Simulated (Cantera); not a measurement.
An isothermal, constant-pressure homogeneous reactor starts with 81.3 % C3H8, 18.7 % H2, at 1748 K and 20.0 Torr.

Cantera simulation using GRI-Mech 3.0 (53 species, 325 reactions); the numbers are that mechanism's predictions, not measurements. GRI-Mech 3.0 was tuned for natural gas; its chemistry of propane as a main component is partial and can be far from experiment. GRI-Mech 3.0 stops at C3 and has no aromatics, soot or wall deposition, so with more carbon than oxygen in the feed, carbon stays in small species such as C2H2 where larger ones or solid carbon would form. Radical loss at walls, strong at low pressure, is not modelled.

x: mole fraction; the columns are a selection and need not sum to one.

```csv
t (s),x C3H8,x H2,x C2H6,x CH2,x CH4,x C2H
1.00e-5,0.741,0.185,0.000515,…,0.00314,2.70e-11
3.40e-5,0.514,0.194,0.00523,…,0.0326,1.90e-8
0.000115,0.0731,0.256,0.0202,…,0.154,3.29e-6
0.000392,0.000109,0.388,0.00303,…,0.199,7.52e-6
0.00133,4.95e-7,0.457,0.000302,…,0.179,3.19e-6
0.00452,6.10e-8,0.495,7.72e-5,…,0.162,1.94e-6
0.0153,4.98e-8,0.524,6.74e-5,…,0.138,2.36e-6
0.0521,1.72e-8,0.569,3.33e-5,…,0.0870,2.78e-6
0.177,1.50e-9,0.615,6.49e-6,…,0.0342,3.36e-6
0.601,3.86e-11,0.637,5.45e-7,…,0.00874,4.09e-6
2.04,<1e-12,0.642,3.94e-8,…,0.00221,4.31e-6
6.94,<1e-12,0.644,7.66e-9,…,0.000843,4.33e-6
23.6,<1e-12,0.644,6.02e-9,4.73e-8,0.000704,4.34e-6
80.0,<1e-12,0.644,6.02e-9,4.73e-8,0.000704,4.34e-6
```

Problem. Some entries are withheld; supply them.

Solution. 
- 1.00e-5, x CH2: 1.55e-5
- 3.40e-5, x CH2: 9.17e-5
- 0.000115, x CH2: 0.000111
- 0.000392, x CH2: 2.28e-5
- 0.00133, x CH2: 4.54e-6
- 0.00452, x CH2: 1.63e-6
- 0.0153, x CH2: 1.79e-6
- 0.0521, x CH2: 1.60e-6
- 0.177, x CH2: 1.05e-6
- 0.601, x CH2: 4.69e-7
- 2.04, x CH2: 1.43e-7
- 6.94, x CH2: 5.64e-8
